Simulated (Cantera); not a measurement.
# Diamond growth

A diamond (100) surface in a fixed gas of H2 with x(CH4) = 0.0034, x(CH3) = 0.00054, at 1325 K, 9.75 Torr; coverages are run to steady state.

Cantera simulation using the Harris–Goodwin 1993 mechanism for the reconstructed diamond (100) surface; the numbers are that mechanism's predictions, not measurements.

```json
[
 {"x(H)": "0.0001", "growth (µm/h)": "0.00831", "θ c6HH": "0.673", "θ c6H*": "0.0287", "θ c6*H": "0.294", "θ c6**": "0.00383", "θ c6HM": "7.23e-5"},
 {"x(H)": "0.00021", "growth (µm/h)": "0.0381", "θ c6HH": "0.563", "θ c6H*": "0.0379", "θ c6*H": "0.389", "θ c6**": "0.00915", "θ c6HM": "9.77e-5"},
 {"x(H)": "0.00044", "growth (µm/h)": "0.130", "θ c6HH": "0.478", "θ c6H*": "0.0446", "θ c6*H": "0.457", "θ c6**": "0.0176", "θ c6HM": "0.000121"},
 {"x(H)": "0.00092", "growth (µm/h)": "0.324", "θ c6HH": "0.424", "θ c6H*": "0.0484", "θ c6*H": "0.497", "θ c6**": "0.0277", "θ c6HM": "0.000145"},
 {"x(H)": "0.0019", "growth (µm/h)": "0.600", "θ c6HH": "0.393", "θ c6H*": "0.0504", "θ c6*H": "0.517", "θ c6**": "0.0368", "θ c6HM": "0.000170"},
 {"x(H)": "0.004", "growth (µm/h)": "0.903", "θ c6HH": "0.377", "θ c6H*": "0.0513", "θ c6*H": "0.526", "θ c6**": "0.0437", "θ c6HM": "0.000191"},
 {"x(H)": "0.0085", "growth (µm/h)": "1.19", "θ c6HH": "0.368", "θ c6H*": "0.0517", "θ c6*H": "0.530", "θ c6**": "0.0481", "θ c6HM": "0.000205"},
 {"x(H)": "0.018", "growth (µm/h)": "1.50", "θ c6HH": "0.364", "θ c6H*": "0.0519", "θ c6*H": "0.532", "θ c6**": "0.0505", "θ c6HM": "0.000210"},
 {"x(H)": "0.037", "growth (µm/h)": "1.94", "θ c6HH": "0.362", "θ c6H*": "0.0521", "θ c6*H": "0.533", "θ c6**": "0.0516", "θ c6HM": "0.000206"}
]
```
θ: site fractions in the mechanism's names (c6HH fully hydrogenated, c6H* and c6*H radical sites, c6** diradical, c6HM methylated).
